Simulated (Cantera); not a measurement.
An isothermal, constant-pressure homogeneous reactor starts with N2O : H2O = 1 : 0.078 (molar parts), at 1100 K and 101000 Pa.

Cantera simulation using GRI-Mech 3.0 (53 species, 325 reactions); the numbers are that mechanism's predictions, not measurements. GRI-Mech 3.0 was tuned for natural gas; its chemistry of N2O as a main component is partial and can be far from experiment. The mechanism lacks the step 2 NO + O2 → 2 NO2, which can matter for NO2 below about 1400 K. The temperature is held fixed by assumption; the heat of reaction is taken as removed at once.

Problem. Predict: x(N2O) at 60.0 s; x(H2O) at 60.0 s; x(N2) at 60.0 s; x(NO) at 60.0 s; x(HO2) at 60.0 s.

Solution. 
```json
{
 "x(N2O) at 60.0 s": "0.0147 (gas-phase equilibrium 6.39e-9)",
 "x(H2O) at 60.0 s": "0.0498 (gas-phase equilibrium 0.0494)",
 "x(N2) at 60.0 s": "0.612 (gas-phase equilibrium 0.634)",
 "x(NO) at 60.0 s": "0.0226 (gas-phase equilibrium 9.41e-5)",
 "x(HO2) at 60.0 s": "7.85e-9 (gas-phase equilibrium 3.83e-9)"
}
```
